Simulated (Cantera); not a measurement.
A freely propagating, adiabatic, planar premixed flame of CH₄ : H₂ : O₂ : N₂ = 1 : 0.34 : 3.19 : 12 (molar parts), equivalence ratio 0.68, unburnt at 425 K and 48000 Pa; mixture-averaged transport, grid criteria slope 0.08 and curve 0.16, no radiation.

Detailed kinetics in Cantera: GRI-Mech 3.0 (53 species, 325 reactions). Burning velocities carry a grid error of a few per cent, more on coarse grids.

**Question.** What does this change do: N2 12 to 9.5 parts?

**Answer.** 
```tsv
quantity	before	after
laminar burning velocity	59.1 cm/s	92.7 cm/s
thermal thickness	0.861 mm	0.643 mm
peak x(C₂H₂)	5.07e-6	9.09e-6
peak x(HO₂)	0.000141	0.000196
```

**Question.** What does this change do: 1.4 parts H2O added?

**Answer.** 
```tsv
quantity	before	after
laminar burning velocity	59.1 cm/s	40.0 cm/s
thermal thickness	0.861 mm	1.14 mm
peak x(C₂H₂)	5.07e-6	5.63e-6
peak x(HO₂)	0.000141	0.000126
```
